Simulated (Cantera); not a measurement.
A freely propagating, adiabatic, planar premixed flame of CH4 : O2 : N2 : H2O = 1 : 2 : 7.52 : 0.97 (molar parts), equivalence ratio 1.0, unburnt at 500 K and 4.10 bar; mixture-averaged transport, grid criteria slope 0.08 and curve 0.16, no radiation.

Computed with Cantera and GRI-Mech 3.0 (53 species, 325 reactions). Burning velocities carry a grid error of a few per cent, more on coarse grids.

Question: How do the results move with these cheaper or finer settings: unity-Lewis-number transport; multicomponent transport; multicomponent+Soret transport; grid criteria slope 0.5, curve 1; grid criteria slope 0.25, curve 0.5; grid criteria slope 0.03, curve 0.06?

Answer: 
```
setting                               laminar burning velocity  thermal thickness  peak x(H)  peak x(C2H2)  grid points
------------------------------------  ------------------------  -----------------  ---------  ------------  -----------
as above                                             35.6 cm/s           0.187 mm    0.00205      0.000230          142
unity-Lewis-number transport                         29.0 cm/s           0.206 mm    0.00259      0.000207          138
multicomponent transport                             36.2 cm/s           0.189 mm    0.00209      0.000236          143
multicomponent+Soret transport                       35.8 cm/s           0.190 mm    0.00205      0.000224          143
grid criteria slope 0.5, curve 1                     39.0 cm/s           0.202 mm    0.00208      0.000222           35
grid criteria slope 0.25, curve 0.5                  37.3 cm/s           0.193 mm    0.00207      0.000229           55
grid criteria slope 0.03, curve 0.06                 35.0 cm/s           0.186 mm    0.00204      0.000232          323
```
The base run took about 19 core-seconds (a rough figure).
Unity Lewis numbers drop preferential diffusion, which matters most where H2 and H carry the flame; Soret adds thermal diffusion.
